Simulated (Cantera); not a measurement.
Input: 1 mol NF₃, 0.097 mol H₂, held at 950 K and 0.133 bar.

Equilibrium computed with Cantera from the NASA thermochemical tables; the gas is ideal and each condensed phase is pure. The numbers say what is thermodynamically allowed, not how fast it happens.

Problem. What is the equilibrium state?

Solution. 
```
Property        Value
----------  ---------
x(F₂)           0.551
x(N₂)           0.218
x(F)            0.118
x(HF)          0.0892
x(NF₃)         0.0235
x(NF₂)        3.08e-6
gas amount  2.175 mol
```
